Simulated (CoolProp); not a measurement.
Vapour-liquid equilibrium of R22 (1) + c-C4F8 (RC318) (2) at 23.25 °C; x and y are mole fractions of (1).

The numbers come from the multi-fluid Helmholtz-energy mixture model, Kamei 1995 and Platzer 1990; pair parameters Bell 2016 in CoolProp. This equation is an older, rougher fit; its heat capacities, sound speeds and derivatives of the liquid may be far off and weren't checked against measurements.

Give the bubble pressure and the first vapour's composition at x = 0.05, 0.35, 0.65. Is there an azeotrope?

x = 0.05: 0.3178 MPa, y = 0.113; x = 0.35: 0.6161 MPa, y = 0.682; x = 0.65: 0.8620 MPa, y = 0.848. No azeotrope shows between x = 0.05 and 0.95.

The pair parameters rest on a limited set of measurements; away from them the model extrapolates. The gap from Raoult's law changes sign with composition, which may be real or a fault of the pair parameters; it wasn't checked against measurements.
